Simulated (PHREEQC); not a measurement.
1.5 g of hydrous ferric oxide (600 m²/g; 0.2 weak and 0.005 strong sites per Fe, Dzombak-Morel constants, diffuse double layer) in 1 kg of water with 0.1 mol/kgw of an inert sodium salt and 0.087 mmol/kgw NiCl2, at 25 °C; the pH is set by adding NaOH or the inert anion's acid. O2 is buffered at 0.21 atm. CO2 from the air is kept out. Nothing may precipitate in this run.

Base run: PHREEQC, ion-association model, wateq4f.dat. Each further column changes one thing. The table gives surface charge σ (C/m²).

| pH | base | background salt from 0.1 to 0.01 mol/kgw | oxide from 1.5 to 7.5 g/kgw |
|---|---|---|---|
| 4 | 0.321 | [?] | 0.323 |
| 4.38 | 0.286 | 0.178 | 0.288 |
| 5.12 | 0.201 | 0.106 | 0.203 |
| 5.5 | 0.159 | 0.078 | 0.161 |
| 6.25 | 0.093 | [?] | 0.092 |
| 6.62 | 0.068 | 0.028 | 0.067 |
| 7.38 | 0.029 | 0.011 | 0.028 |
| 7.75 | 0.015 | 0.005 | 0.013 |
| 8.5 | -0.012 | [?] | -0.014 |
| 8.88 | -0.027 | [?] | -0.029 |
| 9.62 | -0.064 | -0.026 | -0.067 |
| 10 | -0.090 | -0.039 | -0.094 |

Problem. What belongs in the gaps?

Solution. 
- 4, background salt from 0.1 to 0.01 mol/kgw: 0.222
- 6.25, background salt from 0.1 to 0.01 mol/kgw: 0.040
- 8.5, background salt from 0.1 to 0.01 mol/kgw: -0.004
- 8.88, background salt from 0.1 to 0.01 mol/kgw: -0.010
